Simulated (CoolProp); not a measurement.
A single-stage vapour-compression cycle with carbonyl sulfide: evaporating at 212.15 K (dew point), condensing at 244.15 K (bubble point), superheat 10 K, subcooling 5 K, compressor efficiency 0.85, no pressure losses. Each further row changes one setting.

Computed with CoolProp (reference Helmholtz-energy equation of state, Lemmon 2006). It is a short technical equation, of lower accuracy than the large ones.

```json
[
 {"case": "as stated", "cooling COP": "4.94", "pressure ratio": "4.13", "discharge temperature (K)": "313.2", "refrigerating effect (kJ/kg)": "290", "volumetric capacity (kJ/m³)": "572"},
 {"case": "evaporating temperature 217.15 K", "cooling COP": "(withheld)", "pressure ratio": "3.21", "discharge temperature (K)": "(withheld)", "refrigerating effect (kJ/kg)": "293", "volumetric capacity (kJ/m³)": "729"},
 {"case": "condensing temperature 239.15 K", "cooling COP": "5.96", "pressure ratio": "3.40", "discharge temperature (K)": "(withheld)", "refrigerating effect (kJ/kg)": "296", "volumetric capacity (kJ/m³)": "584"},
 {"case": "subcooling 10 K", "cooling COP": "5.04", "pressure ratio": "4.13", "discharge temperature (K)": "313.2", "refrigerating effect (kJ/kg)": "296", "volumetric capacity (kJ/m³)": "584"},
 {"case": "superheat 20 K", "cooling COP": "4.83", "pressure ratio": "4.13", "discharge temperature (K)": "(withheld)", "refrigerating effect (kJ/kg)": "297", "volumetric capacity (kJ/m³)": "558"},
 {"case": "compressor efficiency 0.75", "cooling COP": "(withheld)", "pressure ratio": "4.13", "discharge temperature (K)": "(withheld)", "refrigerating effect (kJ/kg)": "290", "volumetric capacity (kJ/m³)": "572"}
]
```

### Question
What belongs in the gaps?

### Answer

- evaporating temperature 217.15 K, cooling COP: 6.12
- evaporating temperature 217.15 K, discharge temperature (K): 301.8
- condensing temperature 239.15 K, discharge temperature (K): 299.8
- superheat 20 K, discharge temperature (K): 325.6
- compressor efficiency 0.75, cooling COP: 4.36
- compressor efficiency 0.75, discharge temperature (K): 324.0
